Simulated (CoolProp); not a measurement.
Vapour-liquid equilibrium of carbon dioxide (1) + R152A (2) at 235.6 K; x and y are mole fractions of (1).

The numbers come from the multi-fluid Helmholtz-energy mixture model, Span 1996 and Outcalt 1996; pair parameters Bell 2016 in CoolProp.

Q: Give the bubble pressure and the first vapour's composition at x = 0.2, 0.8, 0.95. Is there an azeotrope?

A: x = 0.2: 2.602 bar, y = 0.823; x = 0.8: 8.741 bar, y = 0.982; x = 0.95: 10.40 bar, y = 0.996. No azeotrope shows between x = 0.05 and 0.95.

The pair parameters rest on a limited set of measurements; away from them the model extrapolates.
